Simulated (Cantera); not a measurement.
Feed: 1 mol B, 0.27 mol H2O, 0.11 mol H2, equilibrated at 1673.15 K and 1.00 bar.

Equilibrium computed with Cantera from the NASA thermochemical tables; the gas is ideal and each condensed phase is pure. Candidate condensed phases: B, B2O3, B3O3H3, H2O; 23 gas species. Mutual solubility and eutectic melting of coexisting phases are not modelled. The tables' values for BH2 are old estimates; treat these amounts as uncertain. Gases not in the tables: B2H6 and higher boranes. Rates play no part.

Base state: H2 0.972, HBO 0.0188, B3O3H3 0.00636, B2O2 0.00178, HBO2 0.000665, B2O3 0.000509, H 0.000112, H2O 4.92e-5 (mole fractions); condensed: B(s) + B2O3(l).

Problem. What changes in the equilibrium state with this change: pressure from 1.00 bar to 5.70 bar?

Solution. 
| species | before | after |
|---|---|---|
| H2 | 0.972 | 0.976 |
| B3O3H3 | 0.00636 | 0.0153 |
| HBO | 0.0188 | 0.00788 |
| BO | 4.49e-5 | 7.88e-6 |
| B2O3 | 0.000509 | 8.94e-5 |
| B2O2 | 0.00178 | 0.000312 |
| BH3 | 1.23e-5 | 2.96e-5 |
| B(s), mol | 0.815 | 0.813 |
| B2O3(l), mol | 0.0843 | 0.0830 |
Gases not in the tables: H3BO3, B2H6 and higher boranes.

Problem. What changes in the equilibrium state with this change: 0.058 mol HF added?

Solution. 
| species | before | after |
|---|---|---|
| H2 | 0.972 | 0.876 |
| BOF | 0 | 0.0756 |
| HBO | 0.0188 | 0.0178 |
| BF3 | 0 | 0.00844 |
| BHF2 | 0 | 0.00796 |
| BF2 | 0 | 0.00197 |
| HF | 0 | 0.00195 |
| B3O3F3 | 0 | 0.00131 |
| BF | 0 | 0.000711 |
| B(s), mol | 0.815 | 0.794 |
| B2O3(l), mol | 0.0843 | 0.0718 |
The tables' values for BF2, BH2 are old estimates; treat these amounts as uncertain.
